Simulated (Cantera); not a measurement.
Input (Python, Cantera) and output of one run.

```python
import numpy as np
import cantera as ct

gas_names = """
    O2 N2
""".split()
cond_names = """
    V(cr) VN(s) VO(s) V2O3(s) V2O4(II) V2O5(L)
""".split()


def load(file, names, dense=False):
    # The tables refer to 1 bar. Condensed volumes are neglected.
    table = {s.name: s for s in ct.Species.list_from_file(file)}
    out = []
    for n in names:
        d = dict(table[n].input_data)
        d["thermo"] = dict(d["thermo"], **{"reference-pressure": 1e5})
        if dense:
            d["equation-of-state"] = {"model": "constant-volume", "density": "1e6 g/cm^3"}
        out.append(ct.Species.from_dict(d))
    return out


species = {s.name: s for s in load("nasa_gas.yaml", gas_names) + load("nasa_condensed.yaml", cond_names)}
T = 1075
g = {n: (s.thermo.h(T) - T * s.thermo.s(T)) / (ct.gas_constant * T * np.log(10)) for n, s in species.items()}
valid = cond_names  # the entries whose range holds T


def stable(la, lb):
    # potentials (over RT ln 10) of the two non-metals from log10 p(O2) and log10 p(N2) in bar
    mu = {}
    mu["O"] = (g["O2"] + la) / 2
    mu["N"] = (g["N2"] + lb) / 2
    cost = {}
    for n in valid:
        c = species[n].composition
        cost[n] = (g[n] - sum(c.get(e, 0) * m for e, m in mu.items())) / c["V"]
    return min(cost, key=cost.get)


results = []
for lb in [1, -0.9, -2.8, -4.8, -6.7, -8.6, -10.5, -12.4, -14.3, -16.2, -18.2, -20.1, -22]:
    row = [stable(la, lb) for la in [-13, -12.1, -11.2, -10.4, -9.5, -8.6, -7.8, -6.9, -6, -5.1, -4.2, -3.4, -2.5, -1.6, -0.8, 0.1, 1]]
    results.append(row)
    print(f"{lb:6.1f}  " + " ".join(f"{valid.index(n):x}" for n in row))
print("key: " + ", ".join(f"{i:x} {n}" for i, n in enumerate(valid)))
```

Result:

```
   1.0  3 4 4 4 4 4 4 4 4 4 4 4 5 5 5 5 5
  -0.9  3 4 4 4 4 4 4 4 4 4 4 4 5 5 5 5 5
  -2.8  3 4 4 4 4 4 4 4 4 4 4 4 5 5 5 5 5
  -4.8  3 4 4 4 4 4 4 4 4 4 4 4 5 5 5 5 5
  -6.7  3 4 4 4 4 4 4 4 4 4 4 4 5 5 5 5 5
  -8.6  3 4 4 4 4 4 4 4 4 4 4 4 5 5 5 5 5
 -10.5  3 4 4 4 4 4 4 4 4 4 4 4 5 5 5 5 5
 -12.4  3 4 4 4 4 4 4 4 4 4 4 4 5 5 5 5 5
 -14.3  3 4 4 4 4 4 4 4 4 4 4 4 5 5 5 5 5
 -16.2  3 4 4 4 4 4 4 4 4 4 4 4 5 5 5 5 5
 -18.2  3 4 4 4 4 4 4 4 4 4 4 4 5 5 5 5 5
 -20.1  3 4 4 4 4 4 4 4 4 4 4 4 5 5 5 5 5
 -22.0  3 4 4 4 4 4 4 4 4 4 4 4 5 5 5 5 5
key: 0 V(cr), 1 VN(s), 2 VO(s), 3 V2O3(s), 4 V2O4(II), 5 V2O5(L)
```

Standard-state values (1 bar) from the NASA 1993 polynomials, evaluated with Cantera. VN, VO: taken at fixed stoichiometry. Not in the tables: V3O5 to V6O13, V2N.
